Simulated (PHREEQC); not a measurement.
Model water analysis in mg/L, 25 °C, pH 6.38, pe 12.5: Na 0.0486; K 3.76e-09; Ca 0.158; Mg 0.0275; Cl 0.242; S(6) as SO4 0.0887; Alkalinity as HCO3 0.245; Li 0.000209.

Valence states are taken as typed.

Model: ion-association model, phreeqc.dat, run in PHREEQC.

This is a speciation only: nothing precipitates in the calculation.

Estimate the charge-balance error.

charge-balance error -1.5 %.

In which forms is C present?

HCO3- 52 %, CO2 48 % of the C.

Species that the database lacks are ignored.
